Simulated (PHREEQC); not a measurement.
Consider water at 93 °C with 76 mmol/kgw HF, 53 mmol/kgw KF and 1.4 mmol/kgw H2SO4. Closed to the air; pH follows from the charge balance.

Equilibrium calculation in PHREEQC: ion-association model, phreeqc.dat.

```tsv
quantity	before	after
pH	3.43	3.53
HF (mol/kgw)	0.0673	0.0148
F- (mol/kgw)	0.0398	0.00980
HF2- (mol/kgw)	0.0109	0.000593
SO4-2 (mol/kgw)	0.000938	0.000226
```

What was changed between the two runs?
A. H2SO4 replaced by Li2SO4 at the same molality
B. HF from 0.076 to 0.76 mol/kgw
C. diluted 5-fold with water
D. KF left out
E. H2SO4 from 0.0014 to 0.0007 mol/kgw

C, diluted 5-fold with water

This is a speciation only: nothing precipitates in the calculation. Away from 25 °C the constants follow the database's enthalpies or fits; those with neither stay at their 25 °C values.
